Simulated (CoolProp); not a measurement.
Vapour-liquid equilibrium of R134a (1) + R236FA (2) at 60.25 °C; x and y are mole fractions of (1).

Model: multi-fluid Helmholtz-energy mixture model, Tillner-Roth 1994 and Pan 2012; pair parameters Bell 2016, in CoolProp.

```tsv
x	bubble pressure, mixture model (MPa)	bubble pressure, Raoult's law (MPa)	y, mixture model	y, Raoult's law
0.05	0.8081	0.8142	0.086	0.104
0.15	0.8897	0.9066	0.240	0.280
0.25	0.9732	0.9989	0.372	0.423
0.35	1.059	1.091	0.488	0.543
0.45	1.148	1.184	0.590	0.643
0.55	1.239	1.276	0.682	0.729
0.65	1.333	1.368	0.764	0.804
0.75	1.431	1.461	0.839	0.869
0.85	1.533	1.553	0.907	0.926
0.95	1.638	1.646	0.970	0.977
```

The largest gap from Raoult's law is -3.0 % in bubble pressure, at x = 0.45. No azeotrope shows between x = 0.05 and 0.95.

The pair parameters rest on a limited set of measurements; away from them the model extrapolates.
